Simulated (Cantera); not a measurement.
A diamond (100) surface in a fixed gas of H2 with x(CH4) = 0.0053, x(H) = 0.00026, x(CH3) = 0.0017, 7100 Pa; coverages are run to steady state.

Detailed kinetics in Cantera: the Harris–Goodwin 1993 mechanism for the reconstructed diamond (100) surface.

θ: site fractions in the mechanism's names (c6HH fully hydrogenated, c6H* and c6*H radical sites, c6** diradical, c6HM methylated).

```csv
T (K),growth (µm/h),θ c6HH,θ c6H*,θ c6*H,θ c6**,θ c6HM
900,4.58,0.119,0.00161,0.0450,0.000246,0.671
975,8.01,0.163,0.00369,0.0813,0.000651,0.563
1050,[?],[?],[?],[?],[?],[?]
1125,6.69,0.438,0.0221,0.331,0.00460,0.124
1200,3.84,0.498,0.0314,0.402,0.00673,0.0266
1275,2.94,0.517,0.0370,0.412,0.00816,0.00530
1350,[?],0.538,[?],0.400,[?],[?]
```

Question: Fill in the missing entries.

Answer: 
- 1050, growth (µm/h): 9.93
- 1050, θ c6HH: 0.282
- 1050, θ c6H*: 0.0100
- 1050, θ c6*H: 0.180
- 1050, θ c6**: 0.00196
- 1050, θ c6HM: 0.364
- 1350, growth (µm/h): 1.89
- 1350, θ c6H*: 0.0406
- 1350, θ c6**: 0.00952
- 1350, θ c6HM: 0.00112
